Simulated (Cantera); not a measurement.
Mixture: 18.8 % CO, 20.7 % H2, 2.82 % CH4, 12.1 % O2, 45.5 % N2, at 1.10 bar, adiabatic and at constant pressure. Ignition delay is the time to a rise of 400 K.

Cantera simulation using GRI-Mech 3.0 (53 species, 325 reactions); the numbers are that mechanism's predictions, not measurements.

Q: Predict: delay at 1023 K; delay at 1123 K; delay at 1223 K; delay at 1323 K; delay at 1423 K; delay at 1523 K; delay at 1623 K; apparent activation energy between 1423 and 1623 K.

A: 
- delay at 1023 K: 0.763 ms
- delay at 1123 K: 0.220 ms
- delay at 1223 K: 96.2 µs
- delay at 1323 K: 52.6 µs
- delay at 1423 K: 33.0 µs
- delay at 1523 K: 22.6 µs
- delay at 1623 K: 16.4 µs
- apparent activation energy between 1423 and 1623 K: 67 kJ/mol
